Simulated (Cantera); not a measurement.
An isothermal, constant-pressure homogeneous reactor starts with 17.2 % C₃H₈, 82.8 % H₂, at 1548 K and 9.00 Torr.

Model: GRI-Mech 3.0 (53 species, 325 reactions), integrated in Cantera. GRI-Mech 3.0 was tuned for natural gas; its chemistry of propane as a main component is partial and can be far from experiment. GRI-Mech 3.0 stops at C3 and has no aromatics, soot or wall deposition, so with more carbon than oxygen in the feed, carbon stays in small species such as C2H2 where larger ones or solid carbon would form. Radical loss at walls, strong at low pressure, is not modelled.

Predict: x(H₂) at 100 s; x(C₂H) at 100 s; x(CH₂) at 100 s; x(CH₄) at 100 s; x(C₂H₂) at 100 s; x(H) at 100 s.


```
Quantity                                             Result
----------------  -----------------------------------------
x(H₂) at 100 s          0.827 (gas-phase equilibrium 0.828)
x(C₂H) at 100 s     1.31e-7 (gas-phase equilibrium 1.32e-7)
x(CH₂) at 100 s     6.01e-9 (gas-phase equilibrium 3.29e-9)
x(CH₄) at 100 s     0.00355 (gas-phase equilibrium 0.00191)
x(C₂H₂) at 100 s        0.169 (gas-phase equilibrium 0.170)
x(H) at 100 s     0.000256 (gas-phase equilibrium 0.000258)
```
